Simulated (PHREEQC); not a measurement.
PHREEQC input (ion-association model, wateq4f.dat):

```
SOLUTION_MASTER_SPECIES
  An  An-  0  An  62.0  # stands for a non-complexing anion
SOLUTION_SPECIES
  An- = An-
    -log_k 0
    -gamma 3.0 0
PHASES
  Fix_H+
    H+ = H+
    -log_k 0
SOLUTION 1
  temp 25
  units mmol/kgw
  pH 7 charge
  Cl 1.78
  Zn 0.75
  Sr 0.14
  Na 300
  An 300
END
SELECTED_OUTPUT 1
  -reset false
  -pH true
  -pe true
  -ionic_strength true
  -water true
  -totals Cl Na Sr Zn
  -molalities Hfo_wOH Hfo_wOH2+ Hfo_wO- Hfo_sOH Hfo_sOH2+ Hfo_sO- Hfo_sOHSr+2 Hfo_wOSr+ Hfo_wOSrOH Hfo_sOZn+
    Hfo_wOZn+
  -saturation_indices Zn(OH)2-e Zn5(OH)8Cl2 Halite
USER_PUNCH 1
  -headings sigma psi
  10 PUNCH EDL("sigma", "Hfo"), EDL("psi", "Hfo")
PRINT
  -reset false
USE solution 1
SURFACE 1
  Hfo_wOH 0.00047191 600 0.21
  Hfo_sOH 1.17978e-05
EQUILIBRIUM_PHASES 1
  Fix_H+ -4 HAn 10
    -force_equality true
  O2(g) -0.68 10
END
# ... the last block is repeated for the other 16 points of pH, with NaOH or the acid as the point needs
```

Selected output (columns that matter, 13 of 17 rows; pH added in front):

```
pH	mu	Na	Sr	Zn	m_Hfo_wOH	m_Hfo_wOH2+	m_Hfo_wO-	m_Hfo_sOH	m_Hfo_sOH2+	si_Zn(OH)2-e	si_Zn5(OH)8Cl2	si_Halite	sigma	psi
4	0.30302	0.3	0.00014	0.00074988	2.7114e-05	0.00044475	3.7867e-08	6.7098e-07	1.1006e-05	-7.1732	-30.692	-5.1623	0.3491	0.12275
4.38	0.30293	0.3	0.00014	0.00074935	5.4011e-05	0.00041771	1.5999e-07	1.2796e-06	9.896e-06	-6.4135	-27.653	-5.1623	0.32784	0.11959
5.12	0.30282	0.3	0.00014	0.00074271	0.00014386	0.00032596	1.4545e-06	1.5705e-06	3.5585e-06	-4.9373	-21.752	-5.1622	0.25681	0.10735
5.5	0.30277	0.3	0.00014	0.00073688	0.00019792	0.00026765	3.3529e-06	7.0217e-07	9.4954e-07	-4.1807	-18.729	-5.1622	0.21317	0.098136
5.88	0.30271	0.3	0.00014	0.00072552	0.00024521	0.00020694	6.6565e-06	2.2306e-07	1.8824e-07	-3.4275	-15.723	-5.1622	0.17227	0.08777
6.62	0.30246	0.30008	0.00014	0.00062529	0.00026659	6.8648e-05	2.3717e-05	2.9059e-08	7.4829e-09	-2.0127	-10.129	-5.162	0.12992	0.07449
7	0.30238	0.30022	0.00014	0.00055186	0.00021558	2.2363e-05	4.7607e-05	1.4267e-08	1.48e-09	-1.3081	-7.3658	-5.1618	0.13241	0.075369
7.38	0.30232	0.30034	0.00014	0.0004948	0.00014191	5.7043e-06	8.0879e-05	7.1953e-09	2.8922e-10	-0.5988	-4.5792	-5.1616	0.13786	0.077247
8.12	0.30222	0.30051	0.00014	0.00043761	4.0665e-05	2.906e-07	0.00013036	1.6702e-09	1.1936e-11	0.7857	0.8633	-5.1614	0.13962	0.077844
8.5	0.30213	0.3007	0.00013999	0.00043237	2.0849e-05	6.86e-08	0.00014516	8.4169e-10	2.7695e-12	1.4202	3.2756	-5.1612	0.13213	0.075291
8.88	0.30199	0.30105	0.00013999	0.0004425	1.3304e-05	2.4896e-08	0.00016287	5.5547e-10	1.0394e-12	1.8458	4.6435	-5.1606	0.11077	0.067311
9.62	0.30196	0.30148	0.00013986	0.00048218	1.0551e-05	1.243e-08	0.00020518	5.0868e-10	5.9926e-13	2.0848	4.3593	-5.1597	0.048052	0.035424
10	0.30207	0.30163	0.0001393	0.00050102	1.0373e-05	1.1022e-08	0.00022363	5.3965e-10	5.7342e-13	2.1039	3.6947	-5.1595	0.019873	0.015596
```

Along this series the solution becomes supersaturated in solids that the run did not let form, among them Zn(OH)2-e, Zn5(OH)8Cl2.
